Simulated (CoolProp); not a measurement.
The fluid at 428.07 K and 5.59 MPa expands adiabatically to 0.639 MPa with isentropic efficiency 0.7. The same conditions are run with several fluids, on thermodynamics alone (safety and materials aside).

The numbers come from the reference Helmholtz-energy equation of state of each fluid (sulfur dioxide: Gao 2016; CH2F2 (R32): Tillner-Roth 1997; carbonyl sulfide: Lemmon 2006; carbon dioxide: Span 1996; hydrogen sulfide: Lemmon 2006) in CoolProp.

Task: Rank sulfur dioxide, CH2F2 (R32), carbonyl sulfide, carbon dioxide, hydrogen sulfide by work (kJ/kg), highest first.

Result: hydrogen sulfide (107), carbon dioxide (91.2), CH2F2 (R32) (72.2), carbonyl sulfide (59.3), sulfur dioxide (51.7)

```
fluid             final temperature (K)                       final phase  final density (kg/m³)
----------------  ---------------------  --------------------------------  ---------------------
sulfur dioxide                    313.6  two-phase, vapour fraction 0.915                   18.9
CH2F2 (R32)                       309.8                               gas                   13.9
carbonyl sulfide                  298.1                               gas                   16.7
carbon dioxide                    306.3                               gas                   11.4
hydrogen sulfide                  285.6                               gas                   9.74
```
